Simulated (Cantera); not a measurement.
Input: 1 mol Si, 3 mol Br2, 0.37 mol N2, held at 727 °C and 75.0 Torr.

Cantera equilibrium calculation (NASA polynomials, part measured and part estimated; ideal gas, pure solids and liquids). Candidate condensed phases: Br2, Si, Si3N4; 13 gas species. The numbers say what is thermodynamically allowed, not how fast it happens.

Base state: SiBr4 0.419, Br2 0.414, N2 0.155, Br 0.0117 (mole fractions); condensed: gas only.

### Question
What changes in the equilibrium state with this change: 1 mol H2 added?

### Answer
| species | before | after |
|---|---|---|
| HBr | 0 | 0.592 |
| SiBr4 | 0.419 | 0.297 |
| N2 | 0.155 | 0.110 |
| Br2 | 0.414 | 0.000325 |
| Br | 0.0117 | 0.000327 |
| H2 | 0 | 0.000486 |

### Question
What changes in the equilibrium state with this change: temperature from 727 °C to 925 °C?

### Answer
```tsv
species	before	after
SiBr4	0.419	0.406
Br2	0.414	0.367
N2	0.155	0.150
Br	0.0117	0.0775
SiBr3	1.50e-7	1.34e-5
```
The tables' values for SiBr3 are old estimates; treat these amounts as uncertain.
